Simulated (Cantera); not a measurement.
Input (Python, Cantera) and output of one run.

```python
import numpy as np
import cantera as ct

gas_names = """
    Hg N NO NO2 NO3 N2 N2O O O2 O3
""".split()
cond_names = """
    Hg(cr) Hg(L) HgO(s)
""".split()


# ... load() reads the species with a 1 bar reference pressure and builds the phases ...
atoms = {
    'Hg': {'Hg': 1},
    'O2': {'O': 2},
    'N2': {'N': 2},
}
top_T = {}  # K; cautious upper limits of use, not melting points


# ... equilibrate(T, P, feed) seeds the gas with the atoms and calls Mixture.equilibrate('TP', solver="vcs", rtol=1e-11, max_steps=5000) ...
results = []
T = 698.15  # K
P = 160000  # Pa
for m in [12, 18, 24, 30, 37, 43, 49, 56, 62, 68]:
    feed = {'Hg': 1, 'O2': 0.77, 'N2': m}  # mol
    mix = equilibrate(T, P, feed)
    results.append((T, P, feed, dict(zip(mix.species_names, mix.species_moles))))
    x = sorted(zip(gas.X, gas.species_names), reverse=True)
    print(f"T = {T:g} K  P = {P:g} Pa  n(N2) = {m:g} mol  gas = {mix.phase_moles(0):.4g} mol")
    print("   x: " + "  ".join(f"{s} {v:.3e}" for v, s in x if v > 0.0001))
    print("   condensed (mol): " + ("  ".join(f"{mix.phase(i).name} {mix.phase_moles(i):.4g}"
          for i in range(1, mix.n_phases) if mix.phase_moles(i) > 1e-12) or "none"))
```

It prints:

```
T = 698.15 K  P = 160000 Pa  n(N2) = 12 mol  gas = 13.77 mol
   x: N2 8.715e-01  Hg 7.262e-02  O2 5.592e-02
   condensed (mol): none
T = 698.15 K  P = 160000 Pa  n(N2) = 18 mol  gas = 19.77 mol
   x: N2 9.105e-01  Hg 5.058e-02  O2 3.895e-02
   condensed (mol): none
T = 698.15 K  P = 160000 Pa  n(N2) = 24 mol  gas = 25.77 mol
   x: N2 9.313e-01  Hg 3.880e-02  O2 2.988e-02
   condensed (mol): none
T = 698.15 K  P = 160000 Pa  n(N2) = 30 mol  gas = 31.77 mol
   x: N2 9.443e-01  Hg 3.148e-02  O2 2.424e-02
   condensed (mol): none
T = 698.15 K  P = 160000 Pa  n(N2) = 37 mol  gas = 38.77 mol
   x: N2 9.543e-01  Hg 2.579e-02  O2 1.986e-02
   condensed (mol): none
T = 698.15 K  P = 160000 Pa  n(N2) = 43 mol  gas = 44.77 mol
   x: N2 9.605e-01  Hg 2.234e-02  O2 1.720e-02
   condensed (mol): none
T = 698.15 K  P = 160000 Pa  n(N2) = 49 mol  gas = 50.77 mol
   x: N2 9.651e-01  Hg 1.970e-02  O2 1.517e-02
   condensed (mol): none
T = 698.15 K  P = 160000 Pa  n(N2) = 56 mol  gas = 57.77 mol
   x: N2 9.694e-01  Hg 1.731e-02  O2 1.333e-02
   condensed (mol): none
T = 698.15 K  P = 160000 Pa  n(N2) = 62 mol  gas = 63.77 mol
   x: N2 9.722e-01  Hg 1.568e-02  O2 1.207e-02
   condensed (mol): none
T = 698.15 K  P = 160000 Pa  n(N2) = 68 mol  gas = 69.77 mol
   x: N2 9.746e-01  Hg 1.433e-02  O2 1.104e-02
   condensed (mol): none
```

Cantera equilibrium calculation (NASA polynomials, part measured and part estimated; ideal gas, pure solids and liquids).
